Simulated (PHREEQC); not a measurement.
Make-up at 25 °C: 0.1 mol H3BO3 per kg of water. Closed to the air; pH follows from the charge balance.

Equilibrium calculation in PHREEQC: ion-association model, wateq4f.dat.

| Property | Value |
|---|---|
| pH | 5.12 |
| ionic strength | 7.61e-6 mol/kgw |

```json
[
 {"species": "H3BO3", "molality": "0.1000", "activity": "0.1000", "log γ": "0.000"},
 {"species": "H+", "molality": "7.61e-6", "activity": "7.59e-6", "log γ": "-0.001"},
 {"species": "H2BO3-", "molality": "7.61e-6", "activity": "7.59e-6", "log γ": "-0.001"},
 {"species": "OH-", "molality": "1.32e-9", "activity": "1.32e-9", "log γ": "-0.001"}
]
```

This is a speciation only: nothing precipitates in the calculation.
